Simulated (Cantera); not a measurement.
**Reactions in the system N-O-Ti**

Standard-state values (1 bar) from the NASA 1993 polynomials, evaluated with Cantera. Values are per mole of reaction as written; species without (g) are pure solids or liquids, kept so even where they would boil at 1 bar.

2 Ti3O5 + 2 NO(g) → 6 TiO2 + N2(g)

```csv
T (K),ΔH° (kJ),ΔS° (J/K),ΔG° (kJ),log10 K
1448,-968.2,-255.5,-598.2,21.58
1473,-969.2,-256.2,-591.8,20.99
1498,-970.2,-256.9,-585.4,20.41
1523,-971.2,-257.6,-579.0,19.86
1548,-972.3,-258.3,-572.5,19.32
1573,-973.5,-259.0,-566.0,18.80
1598,-974.7,-259.8,-559.6,18.29
1623,-976.0,-260.6,-553.1,17.80
1648,-977.3,-261.4,-546.5,17.32
1673,-978.6,-262.2,-540.0,16.86
```

2 TiO(g) + N2O(g) → Ti2O3 + 2 N(g)

| T (K) | ΔH° (kJ) | ΔS° (J/K) | ΔG° (kJ) | log10 K |
|---|---|---|---|---|
| 1448 | -700.8 | -215.4 | -388.9 | 14.03 |
| 1473 | -699.4 | -214.4 | -383.6 | 13.60 |
| 1498 | -698.0 | -213.4 | -378.2 | 13.19 |
| 1523 | -696.5 | -212.5 | -372.9 | 12.79 |
| 1548 | -695.1 | -211.6 | -367.6 | 12.40 |
| 1573 | -693.7 | -210.7 | -362.3 | 12.03 |
| 1598 | -692.3 | -209.8 | -357.1 | 11.67 |
| 1623 | -690.9 | -208.9 | -351.8 | 11.32 |
| 1648 | -689.5 | -208.0 | -346.6 | 10.99 |
| 1673 | -688.0 | -207.2 | -341.4 | 10.66 |
